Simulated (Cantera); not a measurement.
An isothermal, constant-pressure homogeneous reactor starts with CH₄ : N₂ = 1 : 17 (molar parts), at 1800 K and 100.0 Torr. Integrator tolerance rtol = 1e-08.

Cantera simulation using GRI-Mech 3.0 (53 species, 325 reactions); the numbers are that mechanism's predictions, not measurements. GRI-Mech 3.0 stops at C3 and has no aromatics, soot or wall deposition, so with more carbon than oxygen in the feed, carbon stays in small species such as C2H2 where larger ones or solid carbon would form.

**Question.** What does this change do: temperature 1800 to 1425 K?

**Answer.** 
```
quantity                                            before                                      after
-----------------  ---------------------------------------  -----------------------------------------
x(CH₄) at 2.00 s   7.08e-5 (gas-phase equilibrium 1.24e-5)    0.0477 (gas-phase equilibrium 0.000498)
x(C₂H₄) at 2.00 s  6.41e-6 (gas-phase equilibrium 1.30e-6)   0.000570 (gas-phase equilibrium 4.80e-5)
x(CH₂) at 2.00 s   1.98e-8 (gas-phase equilibrium 3.48e-9)   2.27e-9 (gas-phase equilibrium 3.39e-11)
x(C₂H) at 2.00 s   8.07e-7 (gas-phase equilibrium 1.64e-7)  2.17e-10 (gas-phase equilibrium 5.76e-10)
x(H₂) at 2.00 s      0.0787 (gas-phase equilibrium 0.0788)      0.0106 (gas-phase equilibrium 0.0782)
```
